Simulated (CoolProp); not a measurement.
Vapour pressure (bar) of normal hydrogen: the reference equation beside estimates from Tc = -240.0 °C, pc = 12.96 bar, ω = -0.219. Clausius-Clapeyron is anchored at -254.05 °C with a constant enthalpy of vaporisation of 0.9140 kJ/mol.

The numbers come from the reference Helmholtz-energy equation of state, Leachman 2009 in CoolProp.

| T (°C) | reference | Lee-Kesler | Clausius-Clapeyron | van der Waals | Redlich-Kwong | Soave-Redlich-Kwong | Peng-Robinson |
|---|---|---|---|---|---|---|---|
| -254.05 | 0.6823 | 0.6828 | 0.6823 | 0.8886 | 0.1715 | … | 0.6798 |
| -252.85 | 0.9928 | 0.9938 | 0.9588 | 1.267 | 0.3284 | 0.9453 | 1.005 |
| -251.65 | 1.394 | 1.396 | 1.297 | … | 0.5758 | 1.359 | 1.426 |
| -250.45 | 1.900 | 1.901 | 1.700 | 2.323 | 0.9402 | 1.886 | 1.956 |
| -249.25 | 2.523 | 2.524 | … | 3.018 | 1.449 | 2.537 | 2.608 |
| -248.05 | 3.278 | 3.278 | 2.701 | … | 2.129 | 3.325 | 3.393 |
| -246.85 | 4.180 | 4.178 | 3.298 | 4.785 | 3.008 | 4.263 | 4.324 |
| -245.65 | 5.242 | 5.238 | 3.958 | 5.870 | 4.109 | 5.360 | 5.412 |
| -244.45 | 6.481 | 6.476 | 4.678 | 7.097 | 5.457 | 6.628 | 6.668 |
| -243.25 | 7.914 | … | 5.456 | 8.472 | 7.075 | 8.076 | 8.103 |
| -242.05 | 9.563 | 9.564 | 6.287 | 9.999 | 8.984 | 9.713 | 9.728 |
| -240.85 | 11.45 | … | … | 11.68 | 11.20 | 11.55 | 11.55 |

Task: Fill in the missing entries.

Result: 
- -254.05, Soave-Redlich-Kwong: 0.6293
- -251.65, van der Waals: 1.742
- -249.25, Clausius-Clapeyron: 2.168
- -248.05, van der Waals: 3.837
- -243.25, Lee-Kesler: 7.910
- -240.85, Lee-Kesler: 11.46
- -240.85, Clausius-Clapeyron: 7.170

Absolute difference from the reference over all 12 rows, mean and median: Lee-Kesler 0.1 and 0.1 %, Clausius-Clapeyron 19.1 and 19.4 %, van der Waals 15.9 and 15.8 %, Redlich-Kwong 34.4 and 31.5 %, Soave-Redlich-Kwong 2.4 and 2.0 %, Peng-Robinson 2.4 and 2.6 %.
